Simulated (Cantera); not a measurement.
A perfectly stirred reactor is fed with CH₄ : H₂ = 1 : 2 (molar parts), at 0.434 atm; it is held at 1725 K, and followed from long to short residence time.

Computed with Cantera and GRI-Mech 3.0 (53 species, 325 reactions). GRI-Mech 3.0 stops at C3 and has no aromatics, soot or wall deposition, so with more carbon than oxygen in the feed, carbon stays in small species such as C2H2 where larger ones or solid carbon would form.

What does this change do: temperature 1725 to 1425 K?


| quantity | before | after |
|---|---|---|
| x(CH₄) at τ = 6.00 s | 0.0187 | 0.228 |
| x(H₂) at τ = 6.00 s | 0.863 | 0.731 |
| x(CH₃) at τ = 6.00 s | 0.000113 | 4.20e-5 |
| x(C₂H₄) at τ = 6.00 s | 0.00178 | 0.00707 |
| x(C₂H₆) at τ = 6.00 s | 2.22e-6 | 6.93e-5 |
| x(CH₄) at τ = 0.130 s | 0.0931 | 0.329 |
| x(H₂) at τ = 0.130 s | 0.816 | 0.669 |
| x(CH₃) at τ = 0.130 s | 0.000507 | 5.13e-5 |
| x(C₂H₄) at τ = 0.130 s | 0.00171 | 0.000803 |
| x(C₂H₆) at τ = 0.130 s | 3.60e-5 | 8.51e-5 |
